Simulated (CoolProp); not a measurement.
Properties of R365MFC along the isobar 13100 kPa (Tc = 186.9 °C, pc = 3266 kPa, ω = 0.377).

The numbers come from the reference Helmholtz-energy equation of state, Lemmon 2016 in CoolProp.

```csv
T (°C),phase,cp (kJ/(kg K)),isothermal compressibility (1/MPa),expansivity (1/kK)
29.05,liquid,1.360,0.001613,1.472
44.25,liquid,1.386,0.001868,1.533
59.45,liquid,1.412,0.002177,1.604
74.75,liquid,1.439,0.002555,1.688
89.95,liquid,1.467,0.003018,1.784
105.15,liquid,1.496,0.003593,1.897
120.35,liquid,1.527,0.004314,2.030
135.55,liquid,1.559,0.005231,2.185
150.75,liquid,1.592,0.006406,2.368
165.95,liquid,1.627,0.007928,2.582
181.25,liquid,1.663,0.009927,2.835
196.45,supercritical,1.702,0.01253,3.127
211.65,supercritical,1.741,0.01595,3.464
226.85,supercritical,1.782,0.02042,3.844
```
